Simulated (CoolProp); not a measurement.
Saturation properties of R134a.

Model: reference Helmholtz-energy equation of state, Tillner-Roth 1994, in CoolProp.

| T (K) | p (bar) | liquid density (kg/m³) | surface tension (mN/m) |
|---|---|---|---|
| 196.3 | 0.04738 | 1521 | 23.1 |
| 210.7 | 0.1353 | 1481 | 20.8 |
| 225.1 | 0.3296 | 1441 | 18.5 |
| 239.5 | 0.7072 | 1399 | 16.3 |
| 254 | 1.377 | 1356 | 14.2 |
| 268.4 | 2.457 | 1310 | 12.1 |
| 282.8 | 4.098 | 1262 | 10.1 |
| 297.2 | 6.468 | 1210 | 8.16 |
| 311.7 | 9.776 | 1153 | 6.30 |

It boils at 247.1 K under 1 atm.

Surface tension comes from a separate correlation (Mulero 2012).
